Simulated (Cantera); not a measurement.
Feed: 1 mol SiH₄, 0.008 mol C₃H₈, 36 mol H₂, at 2325 K.

Cantera equilibrium calculation (NASA polynomials, part measured and part estimated; ideal gas, pure solids and liquids). Candidate condensed phases: C, C₆H₆, C₇H₈, C₈H₁₈, Si, SiC; 87 gas species. Mutual solubility and eutectic melting of coexisting phases are not modelled. Gases not in the tables: Si₂H₆ and higher silanes. The numbers say what is thermodynamically allowed, not how fast it happens.

**Question.** What share of the Si ends up in condensed phases as a function of P (Pa), at 100, 320, 1000, 3200, 10000, 32000, 100000?

**Answer.** 
```json
[
 {"P (Pa)": "100", "Si condensed (%)": "0.0", "as": "-"},
 {"P (Pa)": "320", "Si condensed (%)": "0.0", "as": "-"},
 {"P (Pa)": "1000", "Si condensed (%)": "0.0", "as": "-"},
 {"P (Pa)": "3200", "Si condensed (%)": "0.0", "as": "-"},
 {"P (Pa)": "10000", "Si condensed (%)": "41.1", "as": "Si(l)"},
 {"P (Pa)": "32000", "Si condensed (%)": "78.1", "as": "Si(l) + SiC(s)"},
 {"P (Pa)": "100000", "Si condensed (%)": "91.0", "as": "Si(l) + SiC(s)"}
]
```
